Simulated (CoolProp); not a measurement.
A single-stage vapour-compression cycle with R21: evaporating at 309.15 K (dew point), condensing at 360.15 K (bubble point), superheat 0 K, subcooling 8 K, compressor efficiency 0.6, no pressure losses. Each further row changes one setting.

Computed with CoolProp (reference Helmholtz-energy equation of state, Platzer 1990). This equation is an older, rougher fit; its heat capacities, sound speeds and derivatives of the liquid may be far off and weren't checked against measurements.

| case | cooling COP | pressure ratio | discharge temperature (K) | refrigerating effect (kJ/kg) | volumetric capacity (kJ/m³) |
|---|---|---|---|---|---|
| as stated | 3.16 | 3.85 | 404.4 | 176 | 1980 |
| evaporating temperature 314.15 K | 3.62 | 3.30 | 399.0 | 179 | 2320 |
| condensing temperature 355.15 K | 3.58 | 3.44 | 396.1 | 182 | 2040 |
| subcooling 13 K | 3.27 | 3.85 | 404.4 | 182 | 2040 |
| superheat 10 K | 3.15 | 3.85 | 416.1 | 183 | 1970 |
| compressor efficiency 0.5 | 2.64 | 3.85 | 418.8 | 176 | 1980 |
